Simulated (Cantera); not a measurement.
Cantera run, input and output.

```python
import numpy as np
import cantera as ct

gas = ct.Solution("gri30.yaml")


def delay(T, t_max=10):
    gas.TPX = T, 3400000, {'C3H8': 1, 'O2': 7.04, 'N2': 47.9}
    reactor = ct.IdealGasReactor(gas, clone=False)
    net = ct.ReactorNet([reactor])
    net.rtol, net.atol = 1e-8, 1e-16
    while net.time < t_max:
        t_old, T_old = net.time, reactor.T
        net.step()
        if reactor.T > T + 400:  # ignition: a rise of 400 K
            return t_old + (T + 400 - T_old) / (reactor.T - T_old) * (net.time - t_old)
    return np.nan


taus = []
for T in [1300, 1400, 1500, 1600, 1700, 1800, 1900, 2000, 2100]:
    taus.append(delay(T))
    print(f"T0 = {T:6g} K   tau = {taus[-1]:.4e} s")
```

Result:

```
T0 =   1300 K   tau = 1.7878e-04 s
T0 =   1400 K   tau = 4.3871e-05 s
T0 =   1500 K   tau = 1.3289e-05 s
T0 =   1600 K   tau = 4.9918e-06 s
T0 =   1700 K   tau = 2.2690e-06 s
T0 =   1800 K   tau = 1.2085e-06 s
T0 =   1900 K   tau = 7.3132e-07 s
T0 =   2000 K   tau = 4.8974e-07 s
T0 =   2100 K   tau = 3.5521e-07 s
```

Model: GRI-Mech 3.0 (53 species, 325 reactions), integrated in Cantera. GRI-Mech 3.0 was tuned for natural gas; its chemistry of propane as a main component is partial and can be far from experiment. The pressure lies above the range GRI-Mech 3.0 was tuned for (to about 10 atm).
